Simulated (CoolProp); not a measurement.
Saturation properties of carbon dioxide.

Values from CoolProp's reference Helmholtz-energy equation of state, Span 1996.

| T (°C) | p (MPa) | liquid viscosity (µPa s) | liquid conductivity (mW/(m K)) |
|---|---|---|---|
| -36.05 | 1.159 | 181 | 152 |
| -32.45 | 1.314 | 171 | 148 |
| -28.95 | 1.479 | 161 | 143 |
| -25.35 | 1.664 | 152 | 139 |
| -21.85 | 1.860 | 144 | 135 |
| -18.25 | 2.078 | 136 | 131 |
| -14.75 | 2.308 | 128 | 127 |
| -11.15 | 2.563 | 121 | 122 |
| -7.65 | 2.830 | 114 | 118 |
| -4.05 | 3.126 | 108 | 114 |
| -0.55 | 3.435 | 101 | 110 |
| 3.05 | 3.775 | 95.1 | 106 |
| 6.55 | 4.129 | 89.3 | 101 |
| 10.05 | 4.508 | 83.5 | 97.1 |

Viscosity comes from a separate model (Laesecke 2017). Thermal conductivity comes from a separate model (Huber 2016).
